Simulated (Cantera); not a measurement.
Source: NASA polynomial tables (part measured, part estimated), evaluated in Cantera. Values are per mole of reaction as written; species without (g) are pure solids or liquids, kept so even where they would boil at 1 bar.

Problem. Between 300 and 2750 K, where is each reaction favourable under standard conditions?
- 4 N(g) + NbO₂ = Nb + 2 N₂O(g)

Solution. 
- 4 N(g) + NbO₂ = Nb + 2 N₂O(g): ΔG° is -875 kJ at 300 K and -266 kJ at 2750 K; it stays negative (K > 1). ΔH° is -1081 kJ and ΔS° -296 J/K at 2750 K.
